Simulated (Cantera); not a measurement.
What does this Cantera script print?

```python
import numpy as np
import cantera as ct

gas_names = """
    Pb CS2
""".split()
cond_names = """
    PbS(s) PbS(L) C(gr)
""".split()


def load(file, names, dense=False):
    # The tables refer to 1 bar. Condensed volumes are neglected.
    table = {s.name: s for s in ct.Species.list_from_file(file)}
    out = []
    for n in names:
        d = dict(table[n].input_data)
        d["thermo"] = dict(d["thermo"], **{"reference-pressure": 1e5})
        if dense:
            d["equation-of-state"] = {"model": "constant-volume", "density": "1e6 g/cm^3"}
        out.append(ct.Species.from_dict(d))
    return out


species = {s.name: s for s in load("nasa_gas.yaml", gas_names) + load("nasa_condensed.yaml", cond_names)}
# Each term lists the table entries of one substance; the one whose range holds T is used.
reactions = {
    '2 Pb(g) + CS2(g) = 2 PbS + C':
        [(-2, ['Pb']), (-1, ['CS2']), (2, ['PbS(s)', 'PbS(L)']), (1, ['C(gr)'])],
}


def pick(names, T):
    return next(species[n] for n in names if species[n].thermo.min_temp <= T <= species[n].thermo.max_temp)


results = []
for label, terms in reactions.items():
    print(label)
    print("     T/K   dH/kJ  dS/(J/K)   dG/kJ   log10 K")
    for T in [898, 1098, 1298, 1498, 1698]:
        used = [(nu, pick(names, T)) for nu, names in terms]
        dH = sum(nu * s.thermo.h(T) for nu, s in used) / 1e6
        dS = sum(nu * s.thermo.s(T) for nu, s in used) / 1e3
        dG = dH - T * dS / 1e3
        logK = -dG * 1e6 / (ct.gas_constant * T * np.log(10))
        results.append((label, T, dH, dS, dG, logK, [s.name for _, s in used]))
        print(f"{T:8g} {dH:8.1f} {dS:8.1f} {dG:8.1f} {logK:8.2f}")
```

Result:

```
2 Pb(g) + CS2(g) = 2 PbS + C
     T/K   dH/kJ  dS/(J/K)   dG/kJ   log10 K
     898   -688.7   -373.4   -353.4    20.56
    1098   -682.1   -366.8   -279.4    13.29
    1298   -674.7   -360.6   -206.7     8.32
    1498   -627.7   -326.8   -138.2     4.82
    1698   -617.3   -320.3    -73.5     2.26
```

Cantera with NASA thermochemical tables; ideal gases at 1 bar, condensed phases pure. Condensed species are held in their standard states even where they would react or evaporate.
